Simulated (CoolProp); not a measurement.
Values from CoolProp's reference Helmholtz-energy equation of state, Thol 2017.

### Question
Give the vapour pressure (bar), liquid density (kg/m³), enthalpy of vaporisation (kJ/kg), liquid cp (kJ/(kg K)) of saturated octamethyltrisiloxane (MDM) at 163.65 °C.

### Answer
```json
[
 {"T (°C)": "163.65", "p (bar)": "1.34", "liquid density (kg/m³)": "661", "enthalpy of vaporisation (kJ/kg)": "147", "liquid cp (kJ/(kg K))": "2.14"}
]
```
